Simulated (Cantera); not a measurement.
A closed system holds: 1 mol SiCl4, 1.2 mol O3, 5.7 mol N2, held at 0.120 Torr.

These are equilibrium values from Cantera (NASA tables, ideal gas, pure condensed phases), not measurements of a reactor. Candidate condensed phases: Si, SiO2, Si2N2O, Si3N4; 23 gas species. The tables hold silica as quartz up to 1696 K and as liquid above; real silica turns to tridymite and cristobalite and melts near 1996 K. Rates play no part.

Q: Which condensed phases are stable at each of these points (T (°C)): 850, 1000, 1150, 1300, 1450, 1600, 1750, 1900?

A: 
```csv
T (°C),condensed phases,Si condensed (%)
850,SiO2(β-quartz),100.0
1000,SiO2(β-quartz),100.0
1150,SiO2(β-quartz),100.0
1300,SiO2(β-quartz),100.0
1450,SiO2(condensed),100.0
1600,SiO2(condensed),98.1
1750,SiO2(l),28.4
1900,gas only,0.0
```

From 850 °C to 1300 °C the condensed part is SiO2(β-quartz). From 1450 °C to 1600 °C the condensed part is SiO2(condensed). At 1750 °C the condensed part is SiO2(l). At 1900 °C nothing is condensed.
